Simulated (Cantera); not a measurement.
Charge: 1 mol Si2H6, 10 mol CO2, equilibrated at 1525 K and 16.0 Pa.

Equilibrium computed with Cantera from the NASA thermochemical tables; the gas is ideal and each condensed phase is pure. The feed counts by its element totals alone. The tables hold silica as quartz up to 1696 K and as liquid above; real silica turns to tridymite and cristobalite and melts near 1996 K. Kinetics and transport are ignored.

```tsv
species	before	after
H2	0.0812	0.428
CO	0.457	0.357
SiO	1.19e-5	0.214
CO2	0.312	1.35e-5
H2O	0.149	4.35e-5
OH	3.04e-5	3.86e-9
H	0.000533	0.00122
SiO2(β-quartz), mol	2.00	0.500
```
Gas species are given as mole fractions.

Question: Name the change that produced these shifts.
A) CO2 from 10 to 0.16 mol
B) CO2 from 10 to 2.5 mol
C) temperature from 1525 K to 2000 K
D) CO2 from 10 to 14 mol

Answer: B, CO2 from 10 to 2.5 mol
